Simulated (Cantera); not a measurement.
A perfectly stirred reactor is fed with 16.9 % C₂H₆, 83.1 % N₂, at 0.000160 bar; it is held at 1200 K, and followed from long to short residence time.

Model: GRI-Mech 3.0 (53 species, 325 reactions), integrated in Cantera. GRI-Mech 3.0 stops at C3 and has no aromatics, soot or wall deposition, so with more carbon than oxygen in the feed, carbon stays in small species such as C2H2 where larger ones or solid carbon would form. Radical loss at walls, strong at low pressure, is not modelled.

x: mole fraction; the columns are a selection and need not sum to one.

```tsv
τ (s)	x C₂H₆	x C₂H	x CH₃	x HCN	x CH₂
1.8	0.128	1.95e-10	?	6.55e-10	1.52e-7
0.44	0.163	9.86e-12	?	1.29e-10	3.47e-8
0.11	0.169	<1e-12	?	5.12e-12	3.06e-9
0.028	0.169	<1e-12	?	<1e-12	1.92e-10
0.0070	0.169	<1e-12	?	<1e-12	6.66e-12
0.0017	0.169	<1e-12	?	<1e-12	<1e-12
0.00044	0.169	<1e-12	?	<1e-12	<1e-12
0.00011	0.169	<1e-12	?	<1e-12	<1e-12
```

**Question.** Fill in the missing entries.

**Answer.** 
- 1.8, x CH₃: 0.00126
- 0.44, x CH₃: 0.000480
- 0.11, x CH₃: 0.000136
- 0.028, x CH₃: 4.42e-5
- 0.0070, x CH₃: 1.21e-5
- 0.0017, x CH₃: 3.02e-6
- 0.00044, x CH₃: 7.87e-7
- 0.00011, x CH₃: 1.97e-7
